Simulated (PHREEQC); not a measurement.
Dissolve 0.025 mol CuCl2, 0.25 mol HNO3 and 0.092 mol KCl per kg of water at 90 °C. Closed to the air; pH follows from the charge balance.

All values are PHREEQC results (ion-association model, wateq4f.dat), not measurements.

Precipitation was switched off in this run.

Order these Cl species by the share of Cl that they hold, largest first: Cl-, CuCl+, CuCl2.

Cl- (90 %), CuCl+ (8.8 %), CuCl2 (0.79 %)

The pH is 0.73 and the ionic strength 0.390 mol/kgw. Away from 25 °C the constants follow the database's enthalpies or fits; those with neither stay at their 25 °C values.
